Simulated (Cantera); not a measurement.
An isothermal, constant-pressure homogeneous reactor starts with CO : O2 : H2O : N2 = 0.0093 : 0.0027 : 0.0024 : 1 (molar parts), at 1150 K and 4.93 atm. Integrator tolerance rtol = 1e-08.

Cantera simulation using GRI-Mech 3.0 (53 species, 325 reactions); the numbers are that mechanism's predictions, not measurements.

What does this change do: 0.013 parts CH4 added?


```json
[
 {"quantity": "x(CO) at 80.0 s", "before": "0.00327 (gas-phase equilibrium 0.00314)", "after": "0.00952 (gas-phase equilibrium 0.0164)"},
 {"quantity": "x(O2) at 80.0 s", "before": "<1e-12 (gas-phase equilibrium <1e-12)", "after": "1.23e-5 (gas-phase equilibrium <1e-12)"},
 {"quantity": "x(H2O) at 80.0 s", "before": "0.00179 (gas-phase equilibrium 0.00165)", "after": "0.00454 (gas-phase equilibrium 7.02e-7)"},
 {"quantity": "x(H) at 80.0 s", "before": "1.32e-9 (gas-phase equilibrium 9.01e-10)", "after": "9.77e-10 (gas-phase equilibrium 4.59e-9)"},
 {"quantity": "x(H2) at 80.0 s", "before": "0.000585 (gas-phase equilibrium 0.000720)", "after": "0.00248 (gas-phase equilibrium 0.0187)"}
]
```
GRI-Mech 3.0 stops at C3 and has no aromatics, soot or wall deposition, so with more carbon than oxygen in the feed, carbon stays in small species such as C2H2 where larger ones or solid carbon would form.

What does this change do: pressure from 4.93 atm to 1.00 atm?


```tsv
quantity	before	after
x(CO) at 80.0 s	0.00327 (gas-phase equilibrium 0.00314)	0.00314 (gas-phase equilibrium 0.00314)
x(O2) at 80.0 s	<1e-12 (gas-phase equilibrium <1e-12)	<1e-12 (gas-phase equilibrium <1e-12)
x(H2O) at 80.0 s	0.00179 (gas-phase equilibrium 0.00165)	0.00165 (gas-phase equilibrium 0.00165)
x(H) at 80.0 s	1.32e-9 (gas-phase equilibrium 9.01e-10)	3.82e-8 (gas-phase equilibrium 2.00e-9)
x(H2) at 80.0 s	0.000585 (gas-phase equilibrium 0.000720)	0.000718 (gas-phase equilibrium 0.000720)
```
